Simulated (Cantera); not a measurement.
**Silicon epitaxy and polysilicon growth: Si2Cl6 + H2**

Charge: 1 mol Si2Cl6, a varied amount of H2, equilibrated at 650 °C and 290 Pa.

Cantera equilibrium calculation (NASA polynomials, part measured and part estimated; ideal gas, pure solids and liquids). Candidate condensed phases: Si; 19 gas species. The feed counts by its element totals alone. The tables' values for SiCl3 are old estimates; treat these amounts as uncertain. The numbers say what is thermodynamically allowed, not how fast it happens.

From 46 mol H2 to 300 mol H2 the condensed part is Si(s). The main Si-bearing gas is SiCl4 throughout. The share of Si in condensed phases is highest at 300 mol H2 (56.7 %) and lowest at 46 mol H2 (31.7 %).

| n(H2) (mol) | x H2 | x SiCl4 | x HCl | x SiHCl3 | x SiCl3 | x SiCl2 | x SiH2Cl2 | x SiH3Cl | n Si(s) |
|---|---|---|---|---|---|---|---|---|---|
| 46 | 0.954 | 0.0231 | 0.0174 | 0.00452 | 0.000512 | 0.000456 | 8.66e-5 | 4.10e-7 | 0.634 |
| 74 | 0.968 | 0.0133 | 0.0153 | 0.00300 | 0.000338 | 0.000346 | 6.66e-5 | 3.64e-7 | 0.710 |
| 100 | 0.974 | 0.00917 | 0.0140 | 0.00228 | 0.000256 | 0.000287 | 5.57e-5 | 3.35e-7 | 0.773 |
| 130 | 0.978 | 0.00653 | 0.0129 | 0.00178 | 0.000199 | 0.000243 | 4.73e-5 | 3.10e-7 | 0.840 |
| 160 | 0.981 | 0.00494 | 0.0120 | 0.00144 | 0.000161 | 0.000211 | 4.12e-5 | 2.91e-7 | 0.901 |
| 190 | 0.983 | 0.00387 | 0.0113 | 0.00120 | 0.000134 | 0.000187 | 3.66e-5 | 2.74e-7 | 0.957 |
| 220 | 0.985 | 0.00312 | 0.0107 | 0.00102 | 0.000114 | 0.000168 | 3.29e-5 | 2.61e-7 | 1.01 |
| 250 | 0.986 | 0.00257 | 0.0102 | 0.000885 | 9.85e-5 | 0.000152 | 2.99e-5 | 2.49e-7 | 1.06 |
| 270 | 0.987 | 0.00227 | 0.00991 | 0.000808 | 9.00e-5 | 0.000143 | 2.81e-5 | 2.41e-7 | 1.09 |
| 300 | 0.988 | 0.00192 | 0.00950 | 0.000711 | 7.91e-5 | 0.000131 | 2.58e-5 | 2.32e-7 | 1.13 |
x: gas mole fraction; n: condensed amount in mol.
